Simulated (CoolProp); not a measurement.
Vapour-liquid equilibrium of ethylene (1) + isobutane (2) at 0.14 MPa; x and y are mole fractions of (1).

Model: multi-fluid Helmholtz-energy mixture model, Smukala 2000 and Bücker 2006; pair parameters Bell 2016, in CoolProp.

```
x     bubble temperature (°C)  y at the bubble point  dew temperature at overall composition x (°C)  liquid density (mol/L)
----  -----------------------  ---------------------  ---------------------------------------------  ----------------------
0.05                    -24.1                  0.574                                            [?]                   10.67
0.15                    -50.4                  0.895                                            [?]                   11.68
0.25                    -64.7                    [?]                                          -10.8                   12.54
0.35                    -73.9                  0.982                                          -14.3                   13.37
0.45                    -80.4                  0.991                                          -18.3                     [?]
0.55                    -85.3                  0.995                                          -22.9                   15.11
0.65                    -89.2                  0.997                                          -28.3                   16.06
0.75                      [?]                  0.999                                          -35.1                   17.07
0.85                    -94.9                  0.999                                          -44.5                   18.16
0.95                      [?]                    [?]                                          -61.5                   19.33
```

What belongs in the gaps?


- 0.05, dew temperature at overall composition x (°C): -4.6
- 0.15, dew temperature at overall composition x (°C): -7.5
- 0.25, y at the bubble point: 0.961
- 0.45, liquid density (mol/L): 14.22
- 0.75, bubble temperature (°C): -92.3
- 0.95, bubble temperature (°C): -97.1
- 0.95, y at the bubble point: 1.000

No azeotrope shows between x = 0.05 and 0.95.

Pair parameters are fitted to limited data, so mixtures are less certain than the pure fluids.
